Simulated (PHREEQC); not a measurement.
A solution holds 2.8 mmol/kgw NaHS, 0.049 mmol/kgw NaHCO3 and 160 mmol/kgw FeCl2, at 75 °C. Closed to the air; pH follows from the charge balance.

Computed with PHREEQC (ion-association model, phreeqc.dat).

- pH = 5.46
- ionic strength = 0.454 mol/kgw
- activity of water = 0.992
- density = 0.992 g/cm³
- total alkalinity = 2.85 meq/kg

```
species  molality  activity   log γ
-------  --------  --------  ------
Cl-         0.307     0.194  -0.201
Fe+2        0.146    0.0332  -0.644
FeCl+      0.0125   0.00887  -0.150
Na+       0.00285   0.00197  -0.160
Fe(HS)2   0.00135   0.00150   0.045
FeOH+    0.000110   7.32e-5  -0.178
H2S       8.04e-5   8.92e-5   0.045
CO2       2.54e-5   2.82e-5   0.045
FeHCO3+   1.79e-5   1.27e-5  -0.150
HS-       1.16e-5   7.12e-6  -0.212
HCO3-     5.66e-6   3.82e-6  -0.171
```

No solid was allowed to form. Complexes and solids missing from the database can't appear. At this temperature some constants are extrapolated from 25 °C, and those without enthalpy data are left unchanged.
